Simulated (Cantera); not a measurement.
Input: 1 mol Si3H8, 2.9 mol HCl, 15 mol N2, equilibrated at 1623.15 K and 75.0 Torr.

These are equilibrium values from Cantera (NASA tables, ideal gas, pure condensed phases), not measurements of a reactor. Candidate condensed phases: NH4Cl, Si, Si3N4; 28 gas species. The feed counts by its element totals alone. The tables' values for SiCl3 are old estimates; treat these amounts as uncertain. Equilibrium is a limit: real reactors are often held back by kinetics, nucleation or transport.

Base state: N2 0.656, H2 0.211, HCl 0.123, SiCl2 0.00899, SiCl3 0.000914, SiCl4 0.000217, H 0.000100, SiHCl3 5.76e-5 (mole fractions); condensed: Si3N4(s).

Q: What changes in the equilibrium state with this change: HCl from 2.9 to 0.023 mol?

A: 
```csv
species,before,after
N2,0.656,0.764
H2,0.211,0.235
HCl,0.123,0.00135
SiCl2,0.00899,8.75e-7
SiCl3,0.000914,<1e-9
SiCl4,0.000217,<1e-9
SiHCl3,5.76e-5,<1e-9
Cl,4.62e-5,4.80e-7
H,0.000100,0.000106
"Si3N4(s), mol",0.932,1.000
```
